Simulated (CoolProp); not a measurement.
C2F6 (R116) along the isotherm 425 K: fugacity coefficient from the reference equation and from simpler models built on Tc = 293.0 K, pc = 30.48 bar, ω = 0.257; each cubic takes its own stable root.

The numbers come from the reference Helmholtz-energy equation of state, Lemmon 2006 in CoolProp. It is a short technical equation, of lower accuracy than the large ones.

```
p (bar)          phase  reference  van der Waals  Redlich-Kwong  Peng-Robinson
-------  -------------  ---------  -------------  -------------  -------------
3.05               gas     0.9917         0.9886         0.9892         0.9899
6.1                gas     0.9836         0.9773         0.9785         0.9800
9.14               gas     0.9756         0.9660         0.9679         0.9703
12.2               gas     0.9677         0.9548         0.9575         0.9607
15.2               gas     0.9601         0.9439         0.9474         0.9516
18.3               gas     0.9523         0.9327         0.9371         0.9423
21.3               gas     0.9448         0.9220         0.9272         0.9335
24.4               gas     0.9373         0.9109         0.9172         0.9246
27.4               gas     0.9301         0.9003         0.9077         0.9162
30.5     supercritical     0.9228         0.8895         0.8980         0.9077
33.5     supercritical     0.9158         0.8791         0.8888         0.8996
36.6     supercritical     0.9087         0.8685         0.8794         0.8915
39.6     supercritical     0.9020         0.8583         0.8705         0.8839
42.7     supercritical     0.8952         0.8479         0.8615         0.8762
45.7     supercritical     0.8887         0.8380         0.8529         0.8689
```
